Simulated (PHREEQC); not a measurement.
Synthetic water in mg/L, 44 °C, pH 7.32, pe 8.4:

| constituent | mg/L |
|---|---|
| Na | 6.84 |
| K | 21.6 |
| Ca | 1.88 |
| Mg | 4.84 |
| Cl | 9.89 |
| S(6) as SO4 | 16.8 |
| Alkalinity as HCO3 | 40.2 |
| B | 0.0309 |
| Cd | 0.238 |

Valence states are taken as typed.

Computed with PHREEQC (ion-association model, wateq4f.dat).

No solid was allowed to form.

Predict the charge-balance error.

charge-balance error 2.3 %.

In which forms is Ca present?

Ca+2 96 %, CaSO4 2.6 %, CaHCO3+ 0.8 % of the Ca.

The solution is supersaturated, for example in Otavite, so a real one may precipitate; this is no full list. Away from 25 °C the constants follow the database's enthalpies or fits; those with neither stay at their 25 °C values.
